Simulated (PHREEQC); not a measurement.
A made-up water analysis in mmol/kgw, 60 °C, pH 7.01, pe 8.8:

```csv
constituent,mmol/kgw
Na,2.13
K,1.51
Ca,7.28
Mg,4.57
Cl,19.9
S(6),2.85
Alkalinity (meq/kgw),1.15
Pb,0.431
Ba,0.02
Cd,0.0029
```

Valence states are taken as typed.

All values are PHREEQC results (ion-association model, phreeqc.dat), not measurements.

Precipitation was switched off in this run.

### Question
Order these S species by the share of S that they hold, largest first: CaSO4, KSO4-, SO4-2, PbSO4, MgSO4.

### Answer
SO4-2 (54 %), MgSO4 (26 %), CaSO4 (19 %), PbSO4 (0.56 %), KSO4- (0.46 %)

### Question
Order these Ba species by the share of Ba that they hold, largest first: BaHCO3+, BaSO4, Ba+2.

### Answer
Ba+2 (85 %), BaSO4 (15 %), BaHCO3+ (0.67 %)

The pH is 7.01 and the ionic strength 0.0364 mol/kgw. Saturation is exceeded, for instance for Pb(OH)2, Cerussite; the values hold only as long as no solid forms. Away from 25 °C the constants follow the database's enthalpies or fits; those with neither stay at their 25 °C values.
